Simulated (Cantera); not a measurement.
A closed system holds: 1 mol Ti, 83 mol H2, held at 10.0 Torr.

Method: chemical equilibrium by Gibbs-energy minimisation in Cantera with the NASA 1993 tables (ideal gas, pure condensed phases). Candidate condensed phases: Ti; 3 gas species. Rates play no part.

Q: At 1775 K, list the 3 most abundant gas species with their mole fractions, and the condensed phases.

A: H2 0.997, H 0.00250, Ti 2.39e-5. Condensed: Ti(β).
